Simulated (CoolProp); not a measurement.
Vapour-liquid equilibrium of m-xylene (1) + n-decane (2) at 0.45 MPa; x and y are mole fractions of (1).

Model: multi-fluid Helmholtz-energy mixture model, Zhou 2012 and Lemmon 2006; pair parameters Bell 2016, in CoolProp.

| x | bubble temperature (K) | y at the bubble point | dew temperature at overall composition x (K) | liquid density (mol/L) |
|---|---|---|---|---|
| 0.05 | 514.2 | 0.086 | 515.3 | 3.835 |
| 0.2 | 506.9 | 0.310 | 510.5 | 4.139 |
| 0.35 | 500.4 | 0.493 | 505.5 | 4.472 |
| 0.5 | 494.5 | 0.645 | 500.1 | 4.841 |
| 0.65 | 489.1 | 0.774 | 494.3 | 5.253 |
| 0.8 | 484.2 | 0.882 | 488.0 | 5.719 |
| 0.95 | 479.5 | 0.973 | 480.7 | 6.250 |

No azeotrope shows between x = 0.05 and 0.95.

Pair parameters are fitted to limited data, so mixtures are less certain than the pure fluids.
